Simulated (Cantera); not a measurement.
A Cantera script and what it prints.

```python
import numpy as np
import cantera as ct

gas_names = """
    H HO2 H2 H2O H2O2 H2S H2SO4 O OH O2 O3 S SH SO SO2 SO3 S2 S2O S8
""".split()
cond_names = """
    H2O(s) H2O(L) H2SO4(L) S(cr1) S(cr2) S(L)
""".split()


def load(file, names, dense=False):
    # The tables refer to 1 bar. Condensed volumes are neglected.
    table = {s.name: s for s in ct.Species.list_from_file(file)}
    out = []
    for n in names:
        d = dict(table[n].input_data)
        d["thermo"] = dict(d["thermo"], **{"reference-pressure": 1e5})
        if dense:
            d["equation-of-state"] = {"model": "constant-volume", "density": "1e6 g/cm^3"}
        out.append(ct.Species.from_dict(d))
    return out


gas = ct.Solution(thermo="ideal-gas", species=load("nasa_gas.yaml", gas_names))
cond = {s.name: ct.Solution(thermo="fixed-stoichiometry", species=[s], name=s.name)
        for s in load("nasa_condensed.yaml", cond_names, dense=True)}
atoms = {
    'S': {'S': 1},
    'SO2': {'S': 1, 'O': 2},
    'H2': {'H': 2},
}
top_T = {}  # K; cautious upper limits of use, not melting points


def equilibrate(T, P, feed):
    n = {}
    for name, mol in feed.items():
        for a, k in atoms[name].items():
            n[a] = n.get(a, 0.0) + k * mol
    gas.TPX = T, P, n
    mass = sum(n.values()) * gas.mean_molecular_weight
    gas.equilibrate("TP")
    valid = [c for c in cond.values() if c.min_temp <= T <= top_T.get(c.name, c.max_temp)]
    mix = ct.Mixture([(gas, mass / gas.mean_molecular_weight)] + [(c, 0.0) for c in valid])
    mix.T, mix.P = T, P
    mix.equilibrate("TP", solver="vcs", rtol=1e-11, max_steps=5000)
    return mix


results = []
feed = {'S': 1, 'SO2': 0.0052, 'H2': 0.97}  # mol
P = 133.322  # Pa
for T in [1575, 1675, 1775, 1875, 1975, 2075, 2175, 2275]:
    mix = equilibrate(T, P, feed)
    results.append((T, P, feed, dict(zip(mix.species_names, mix.species_moles))))
    x = sorted(zip(gas.X, gas.species_names), reverse=True)
    print(f"T = {T:g} K  P = {P:g} Pa  gas = {mix.phase_moles(0):.4g} mol")
    print("   x: " + "  ".join(f"{s} {v:.3e}" for v, s in x if v > 0.0001))
    print("   condensed (mol): " + ("  ".join(f"{mix.phase(i).name} {mix.phase_moles(i):.4g}"
          for i in range(1, mix.n_phases) if mix.phase_moles(i) > 1e-12) or "none"))
```

Output:

```
T = 1575 K  P = 133.322 Pa  gas = 1.45 mol
   x: H2 6.233e-01  S2 3.243e-01  H2S 3.331e-02  SH 9.668e-03  H2O 7.001e-03  S 1.454e-03  H 8.985e-04  SO 1.445e-04
   condensed (mol): none
T = 1675 K  P = 133.322 Pa  gas = 1.461 mol
   x: H2 6.268e-01  S2 3.239e-01  H2S 2.214e-02  SH 1.359e-02  H2O 6.746e-03  S 3.914e-03  H 2.518e-03  SO 3.308e-04
   condensed (mol): none
T = 1775 K  P = 133.322 Pa  gas = 1.473 mol
   x: H2 6.246e-01  S2 3.194e-01  SH 1.817e-02  H2S 1.518e-02  S 9.367e-03  H2O 6.328e-03  H 6.265e-03  SO 6.707e-04
   condensed (mol): none
T = 1875 K  P = 133.322 Pa  gas = 1.491 mol
   x: H2 6.155e-01  S2 3.094e-01  SH 2.320e-02  S 2.024e-02  H 1.408e-02  H2S 1.061e-02  H2O 5.688e-03  SO 1.203e-03
   condensed (mol): none
T = 1975 K  P = 133.322 Pa  gas = 1.521 mol
   x: H2 5.970e-01  S2 2.917e-01  S 3.986e-02  H 2.895e-02  SH 2.820e-02  H2S 7.448e-03  H2O 4.827e-03  SO 1.906e-03
   condensed (mol): none
T = 2075 K  P = 133.322 Pa  gas = 1.57 mol
   x: H2 5.651e-01  S2 2.640e-01  S 7.187e-02  H 5.484e-02  SH 3.242e-02  H2S 5.142e-03  H2O 3.829e-03  SO 2.668e-03
   condensed (mol): none
T = 2175 K  P = 133.322 Pa  gas = 1.65 mol
   x: H2 5.163e-01  S2 2.246e-01  S 1.185e-01  H 9.607e-02  SH 3.479e-02  H2S 3.405e-03  SO 3.323e-03  H2O 2.831e-03
   condensed (mol): none
T = 2275 K  P = 133.322 Pa  gas = 1.769 mol
   x: H2 4.491e-01  S 1.778e-01  S2 1.751e-01  H 1.558e-01  SH 3.426e-02  SO 3.729e-03  H2S 2.099e-03  H2O 1.962e-03  OH 1.060e-04
   condensed (mol): none
```

Equilibrium computed with Cantera from the NASA thermochemical tables; the gas is ideal and each condensed phase is pure.
